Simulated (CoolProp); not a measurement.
Aqueous ethanol as a coolant, at 38 °C, 1 atm.

Model: Melinder's fits for secondary coolants, in CoolProp.

```
mass %  freezing point (°C)  viscosity (mPa s)  conductivity (W/(m K))  density (kg/m³)  cp (kJ/(kg K))
------  -------------------  -----------------  ----------------------  ---------------  --------------
3.2                    -1.3              0.754                     ___            986.9           4.205
7.2                    -3.0              0.858                   0.571            980.0           4.240
11.1                   -5.0              0.971                   0.543            973.8           4.277
15.1                   -7.5                ___                   0.515            967.7           4.306
19.1                  -10.4               1.21                   0.488            961.4           4.318
23.1                  -13.7               1.31                   0.463            954.8           4.310
27                      ___               1.40                   0.440            947.9           4.286
31                    -21.1               1.46                   0.417            940.4           4.244
35                    -24.9               1.51                   0.395            932.4           4.191
39                    -28.6               1.54                     ___            924.0           4.129
42.9                  -32.0                ___                   0.354            915.4             ___
46.9                  -35.3               1.57                     ___              ___           3.993
```

Q: Complete the blanks.

A: 
- 3.2, conductivity (W/(m K)): 0.602
- 15.1, viscosity (mPa s): 1.09
- 27, freezing point (°C): -17.3
- 39, conductivity (W/(m K)): 0.374
- 42.9, viscosity (mPa s): 1.56
- 42.9, cp (kJ/(kg K)): 4.064
- 46.9, conductivity (W/(m K)): 0.335
- 46.9, density (kg/m³): 906.3
